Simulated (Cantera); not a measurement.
Feed: 1 mol B₂O₃, 0.32 mol O₂, 19 mol N₂, at 2175 K and 0.890 bar.

These are equilibrium values from Cantera (NASA tables, ideal gas, pure condensed phases), not measurements of a reactor. Candidate condensed phases: B, BN, B₂O₃; 17 gas species. Rates play no part.

Base state: N₂ 0.932, B₂O₃ 0.0466, O₂ 0.0127, BO₂ 0.00514, NO 0.00319, O 0.000275, BO 3.50e-5 (mole fractions); condensed: gas only.

**Question.** What changes in the equilibrium state with this change: temperature from 2175 K to 1398.15 K?

**Answer.** 
| species | before | after |
|---|---|---|
| N₂ | 0.932 | 0.983 |
| O₂ | 0.0127 | 0.0165 |
| NO | 0.00319 | 0.000224 |
| B₂O₃ | 0.0466 | 2.58e-6 |
| BO₂ | 0.00514 | 6.30e-7 |
| BO | 3.50e-5 | <1e-9 |
| O | 0.000275 | 1.25e-7 |
| B₂O₃(l), mol | 0 | 1.000 |

**Question.** What changes in the equilibrium state with this change: pressure from 0.890 bar to 89.0 mbar?

**Answer.** 
| species | before | after |
|---|---|---|
| N₂ | 0.932 | 0.931 |
| B₂O₃ | 0.0466 | 0.0446 |
| O₂ | 0.0127 | 0.0116 |
| BO₂ | 0.00514 | 0.00875 |
| BO | 3.50e-5 | 0.000197 |
| O | 0.000275 | 0.000832 |
| NO | 0.00319 | 0.00305 |
